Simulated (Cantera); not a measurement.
Feed: 1 mol SiCl4, 0.76 mol C3H8, 1200 mol H2, at 0.00133 bar.

These are equilibrium values from Cantera (NASA tables, ideal gas, pure condensed phases), not measurements of a reactor. Candidate condensed phases: C, C6H6, C7H8, C8H18, Si, SiC; 109 gas species. The numbers say what is thermodynamically allowed, not how fast it happens.

Task: At 1800 K, list the 5 most abundant gas species with their mole fractions, and the condensed phases.

Result: H2 0.987, H 0.00974, HCl 0.00328, C2H2 (acetylene) 0.000173, Si 5.74e-5. Condensed: C(graphite) + SiC(s).
